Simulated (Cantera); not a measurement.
Charge: 1 mol SiH₄, 1700 mol H₂, held at 0.210 bar.

Method: chemical equilibrium by Gibbs-energy minimisation in Cantera with the NASA 1993 tables (ideal gas, pure condensed phases). Candidate condensed phases: Si; 9 gas species. Gases not in the tables: Si₂H₆ and higher silanes. Equilibrium is a limit: real reactors are often held back by kinetics, nucleation or transport.

Problem. At 1798 K, list the 4 most abundant gas species with their mole fractions, and the condensed phases.

Solution. H₂ 0.999, H 0.000768, SiH₂ 2.95e-5, Si 1.47e-5. Condensed: Si(l).
